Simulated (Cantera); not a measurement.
A Cantera script and what it prints.

```python
import numpy as np
import cantera as ct

gas_names = """
    H HO2 H2 H2O H2O2 O OH O2 O3 Ti TiO TiO2
""".split()
cond_names = """
    H2O(s) H2O(L) Ti(a) Ti(b) Ti(L) TiO(a) TiO(b) TiO(L) TiO2(ru) TiO2(L) Ti2O3(a) Ti2O3(b) Ti2O3(L)
    Ti3O5(a) Ti3O5(b) Ti3O5(L) Ti4O7(s) Ti4O7(L)
""".split()


# ... load() reads the species with a 1 bar reference pressure and builds the phases ...
atoms = {
    'Ti': {'Ti': 1},
    'H2O': {'H': 2, 'O': 1},
    'H2': {'H': 2},
}
top_T = {}  # K; cautious upper limits of use, not melting points


# ... equilibrate(T, P, feed) seeds the gas with the atoms and calls Mixture.equilibrate('TP', solver="vcs", rtol=1e-11, max_steps=5000) ...
results = []
T = 2125  # K
P = 54000  # Pa
for m in [1.7, 2.6, 3.5, 4.4, 5.3, 6.2, 7.1, 8, 8.9, 9.8, 11, 12]:
    feed = {'Ti': 1, 'H2O': m, 'H2': 3}  # mol
    mix = equilibrate(T, P, feed)
    results.append((T, P, feed, dict(zip(mix.species_names, mix.species_moles))))

top = {s: max(r[3][s] / sum(r[3][g] for g in gas_names) for r in results) for s in gas_names}
cols = sorted((s for s in top if top[s] > 1e-05), key=lambda s: -top[s])[:9]
seen = [c for c in cond_names if any(r[3].get(c, 0) > 1e-12 for r in results)]
print("log10 of partial pressures in bar; condensed amounts in mol")
print(f"{'n(H2O)':>10s}" + "".join(f"{s[:9]:>10s}" for s in cols + seen))
for T, P, feed, n in results:
    ng = sum(n[g] for g in gas_names)
    print(f"{feed['H2O']:10.4g}" + "".join(f"{np.log10(max(n[s] / ng * P / 1e5, 1e-99)):10.3f}" for s in cols)
          + "".join(f"{n.get(c, 0):10.4g}" for c in seen))
```

Result:

```
log10 of partial pressures in bar; condensed amounts in mol
    n(H2O)        H2       H2O         H        OH  TiO2(ru)  Ti3O5(L)  Ti4O7(L)
       1.7    -0.273    -2.418    -2.576    -5.628         0    0.3333         0
       2.6    -0.341    -1.088    -2.611    -4.263         0         0      0.25
       3.5    -0.406    -0.839    -2.643    -3.982         0         0      0.25
       4.4    -0.462    -0.715    -2.671    -3.830         0         0      0.25
       5.3    -0.512    -0.638    -2.696    -3.728         0         0      0.25
       6.2    -0.557    -0.584    -2.718    -3.652         0         0      0.25
       7.1    -0.597    -0.545    -2.739    -3.592         0         0      0.25
         8    -0.634    -0.514    -2.757    -3.543         0         0      0.25
       8.9    -0.661    -0.495    -2.770    -3.511    0.3317         0    0.1671
       9.8    -0.678    -0.484    -2.779    -3.491         1         0         0
        11    -0.717    -0.461    -2.798    -3.449         1         0         0
        12    -0.747    -0.445    -2.813    -3.418    0.9999         0         0
```

Cantera equilibrium calculation (NASA polynomials, part measured and part estimated; ideal gas, pure solids and liquids). Mutual solubility and eutectic melting of coexisting phases are not modelled. Condensed phases not in the tables: Magnéli phases beyond Ti4O7. Gases not in the tables: TiO(OH)2.
